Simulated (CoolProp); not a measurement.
A closed Brayton cycle with dry air: compressor inlet 309.15 K and 7.7 MPa, high pressure 20.6 MPa, turbine inlet 955 K, compressor efficiency 0.8, turbine efficiency 0.85, recuperator effectiveness 0.9 (on enthalpy, no pinch check). Each further row changes one setting.

Computed with CoolProp (reference Helmholtz-energy equation of state, Lemmon 2000). It is a pseudo-pure fit of the blend.

```
case                           thermal efficiency (%)  net work (kJ/kg)  compressor to turbine work  compressor exit (K)  turbine exit (K)
-----------------------------  ----------------------  ----------------  --------------------------  -------------------  ----------------
as stated                                        31.9              81.1                        0.62                435.4             773.2
turbine inlet 905 K                              29.4              70.1                        0.65                435.4             731.1
compressor inlet 319.15 K                        30.3              76.5                        0.64                449.4             773.2
high pressure 17.5 MPa                           32.5              74.1                        0.59                411.9             800.6
recuperator effectiveness 0.5                    20.3              81.1                        0.62                435.4             773.2
```
